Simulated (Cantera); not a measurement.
A perfectly stirred reactor is fed with 20.1 % H₂, 16.8 % O₂, 63.1 % N₂, at 760 Torr; it is adiabatic with a 350 K inlet, and is followed from long to short residence time, starting on the burning branch (τ in s: 0.5, 0.14, 0.042, 0.012, 0.0035, 0.001, 0.0003, 8.6e-05, 2.5e-05, 7.2e-06).

Detailed kinetics in Cantera: the H2/O2 subset of GRI-Mech 3.0, which has no nitrogen chemistry.

x: mole fraction; the columns are a selection and need not sum to one.

| τ (s) | T (K) | x H₂ | x O₂ | x H₂O₂ | x H₂O | x O | x OH | x H |
|---|---|---|---|---|---|---|---|---|
| 0.50 | 1884 | 0.000141 | 0.0742 | 8.62e-8 | 0.223 | 9.93e-5 | 0.00152 | 1.16e-5 |
| 0.14 | 1881 | 0.000240 | 0.0741 | 1.08e-7 | 0.223 | 0.000161 | 0.00193 | 2.46e-5 |
| 0.042 | 1875 | (withheld) | 0.0740 | (withheld) | 0.222 | (withheld) | (withheld) | (withheld) |
| 0.012 | 1862 | (withheld) | 0.0737 | (withheld) | 0.220 | (withheld) | (withheld) | (withheld) |
| 0.0035 | 1837 | 0.00233 | 0.0735 | 4.06e-7 | 0.218 | 0.00154 | 0.00554 | 0.000756 |
| 0.0010 | 1785 | 0.00492 | 0.0736 | 6.87e-7 | 0.212 | 0.00324 | 0.00743 | 0.00242 |
| 0.00030 | 1694 | 0.00932 | 0.0747 | 1.29e-6 | 0.204 | 0.00594 | 0.00871 | 0.00659 |
| 8.6e-5 | 1538 | 0.0173 | 0.0785 | 3.12e-6 | 0.189 | 0.00894 | 0.00829 | 0.0153 |
| 2.5e-5 | 1245 | 0.0562 | 0.100 | 8.89e-6 | 0.145 | 0.00594 | 0.00428 | 0.0206 |
| 7.2e-6 | 350 | 0.201 | 0.168 | <1e-12 | <1e-12 | <1e-12 | <1e-12 | <1e-12 |

Task: What belongs in the gaps?

Result: 
- 0.042, x H₂: 0.000481
- 0.042, x H₂O₂: 1.57e-7
- 0.042, x O: 0.000317
- 0.042, x OH: 0.00267
- 0.042, x H: 6.87e-5
- 0.012, x H₂: 0.00107
- 0.012, x H₂O₂: 2.50e-7
- 0.012, x O: 0.000701
- 0.012, x OH: 0.00389
- 0.012, x H: 0.000228
